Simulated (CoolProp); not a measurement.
Properties of carbonyl sulfide along the isobar 4100 kPa (Tc = 378.8 K, pc = 6369 kPa, ω = 0.098).

Model: reference Helmholtz-energy equation of state, Lemmon 2006, in CoolProp. It is a short technical equation, of lower accuracy than the large ones.

```tsv
T (K)	phase	Z	cv (kJ/(kg K))
290	liquid	0.09973	0.7056
296.4	liquid	0.09928	0.7069
302.7	liquid	0.09900	0.7084
309	liquid	0.09888	0.7102
315.3	liquid	0.09896	0.7123
321.6	liquid	0.09925	0.7149
327.9	liquid	0.09981	0.7181
334.2	liquid	0.1007	0.7221
340.5	liquid	0.1021	0.7274
346.8	liquid	0.1041	0.7349
359.5	gas	0.6487	0.7303
365.8	gas	0.6810	0.7119
372.1	gas	0.7074	0.7000
378.4	gas	0.7297	0.6922
384.7	gas	0.7491	0.6868
```
